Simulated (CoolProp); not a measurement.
Vapour-liquid equilibrium of R22 (1) + R115 (2) at 268.1 K; x and y are mole fractions of (1).

Values from CoolProp's multi-fluid Helmholtz-energy mixture model, Kamei 1995 and Lemmon 2016; pair parameters Bell 2016.

### Question
Give the bubble pressure and the first vapour's composition at x = 0.25, 0.75, 0.95. Is there an azeotrope?

### Answer
x = 0.25: 0.4609 MPa, y = 0.332; x = 0.75: 0.4636 MPa, y = 0.701; x = 0.95: 0.4312 MPa, y = 0.930. y crosses x between x = 0.45 and 0.55: the model has an azeotrope there.

The pair parameters rest on a limited set of measurements; away from them the model extrapolates.
